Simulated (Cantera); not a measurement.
Cantera run:

```python
import numpy as np
import cantera as ct

gas_names = [...]  # 136 gases of nasa_gas.yaml made of C, H, N, O
cond_names = """
    C(gr) C6H6(L) C7H8(L) C8H18(L),n-octa H2O(s) H2O(L)
""".split()


# ... load() reads the species with a 1 bar reference pressure and builds the phases ...
atoms = {
    'acetone': {'C': 3, 'H': 6, 'O': 1},
    'NH3': {'N': 1, 'H': 3},
    'N2': {'N': 2},
}
top_T = {'C(gr)': 4500}  # K; cautious upper limits of use, not melting points


# ... equilibrate(T, P, feed) seeds the gas with the atoms and calls Mixture.equilibrate('TP', solver="vcs", rtol=1e-11, max_steps=5000) ...
results = []
feed = {'acetone': 1, 'NH3': 2.7, 'N2': 13}  # mol
T = 2275  # K
for P in [10, 46, 220, 1000, 4600, 22000, 100000, 460000, 2200000, 10000000]:
    mix = equilibrate(T, P, feed)
    results.append((T, P, feed, dict(zip(mix.species_names, mix.species_moles))))

top = {s: max(r[3][s] / sum(r[3][g] for g in gas_names) for r in results) for s in gas_names}
cols = sorted((s for s in top if top[s] > 0.001), key=lambda s: -top[s])[:8]
seen = [c for c in cond_names if any(r[3].get(c, 0) > 1e-12 for r in results)]
print("log10 of partial pressures in bar; condensed amounts in mol")
print(f"{'P/Pa':>10s}" + "".join(f"{s[:9]:>10s}" for s in cols + seen))
for T, P, feed, n in results:
    ng = sum(n[g] for g in gas_names)
    print(f"{P:10.4g}" + "".join(f"{np.log10(max(n[s] / ng * P / 1e5, 1e-99)):10.3f}" for s in cols)
          + "".join(f"{n.get(c, 0):10.4g}" for c in seen))
```

It prints:

```
log10 of partial pressures in bar; condensed amounts in mol
      P/Pa        N2        H2         H        CO       HCN       CH4       HNC C2H2,acet     C(gr)
        10    -4.267    -4.930    -4.536    -5.419    -6.017   -13.508    -7.072    -7.349     1.663
        46    -3.576    -4.052    -4.097    -4.727    -5.233   -11.752    -6.288    -6.471     1.609
       220    -2.877    -3.265    -3.704    -4.028    -4.490   -10.179    -5.545    -5.685     1.574
      1000    -2.209    -2.559    -3.351    -3.360    -3.803    -8.767    -4.859    -4.979     1.556
      4600    -1.541    -1.874    -3.008    -2.692    -3.126    -7.395    -4.182    -4.293     1.548
   2.2e+04    -0.859    -1.183    -2.663    -2.010    -2.440    -6.014    -3.495    -3.602     1.543
     1e+05    -0.201    -0.521    -2.332    -1.351    -1.780    -4.690    -2.835    -2.940     1.541
   4.6e+05     0.463     0.144    -1.999    -0.688    -1.115    -3.360    -2.171    -2.275     1.538
   2.2e+06     1.143     0.824    -1.659    -0.008    -0.436    -2.000    -1.491    -1.595      1.53
     1e+07     1.801     1.478    -1.332     0.650     0.221    -0.693    -0.835    -0.942     1.494
```

These are equilibrium values from Cantera (NASA tables, ideal gas, pure condensed phases), not measurements of a reactor. The feed counts by its element totals alone. The ideal-gas law is rough above about 30 bar.
